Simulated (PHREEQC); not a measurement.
Consider water at 25 °C with 0.036 mol/kgw HBr, 0.0025 mol/kgw ZnSO4 and 0.0014 mol/kgw MnSO4. Closed to the air; pH follows from the charge balance.

Computed with PHREEQC (ion-association model, wateq4f.dat).

The pH is 1.54 and the ionic strength is 0.0461 mol/kgw. The total alkalinity is -36.0 meq/kg.

```json
[
 {"species": "Br-", "molality": "0.0360", "activity": "0.0297", "log γ": "-0.083"},
 {"species": "H+", "molality": "0.0338", "activity": "0.0289", "log γ": "-0.067"},
 {"species": "Zn+2", "molality": "0.00231", "activity": "0.00114", "log γ": "-0.308"},
 {"species": "HSO4-", "molality": "0.00225", "activity": "0.00186", "log γ": "-0.083"},
 {"species": "SO4-2", "molality": "0.00140", "activity": "0.000660", "log γ": "-0.326"},
 {"species": "Mn+2", "molality": "0.00132", "activity": "0.000652", "log γ": "-0.308"},
 {"species": "ZnSO4", "molality": "0.000174", "activity": "0.000176", "log γ": "0.005"},
 {"species": "MnSO4", "molality": "7.57e-5", "activity": "7.66e-5", "log γ": "0.005"},
 {"species": "ZnBr+", "molality": "1.08e-5", "activity": "8.90e-6", "log γ": "-0.083"},
 {"species": "Zn(SO4)2-2", "molality": "2.03e-6", "activity": "9.46e-7", "log γ": "-0.332"},
 {"species": "ZnBr2", "molality": "1.04e-7", "activity": "1.05e-7", "log γ": "0.005"}
]
```

No solid was allowed to form.
